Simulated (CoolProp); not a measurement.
R22 along the isotherm 277.2 K: fugacity coefficient from the reference equation and from simpler models built on Tc = 369.3 K, pc = 4990 kPa, ω = 0.221; each cubic takes its own stable root.

Computed with CoolProp (reference Helmholtz-energy equation of state, Kamei 1995).

```tsv
p (kPa)	phase	reference	van der Waals	Redlich-Kwong	Soave-Redlich-Kwong
250	gas	0.9543	0.9709	0.9620	0.9591
499	gas	0.9086	0.9419	0.9244	0.9186
749	liquid	0.6820	0.9127	0.8867	0.6939
998	liquid	0.5156	0.8835	0.6840	0.5250
1250	liquid	0.4147	0.8538	0.5508	0.4227
1500	liquid	0.3482	0.7901	0.4629	0.3551
1750	liquid	0.3006	0.6856	0.4002	0.3069
2000	liquid	0.2650	0.6073	0.3532	0.2707
2250	liquid	0.2373	0.5464	0.3166	0.2426
2500	liquid	0.2151	0.4977	0.2873	0.2202
```

At some of these states van der Waals, Redlich-Kwong gives the other phase, because its saturation line lies elsewhere.
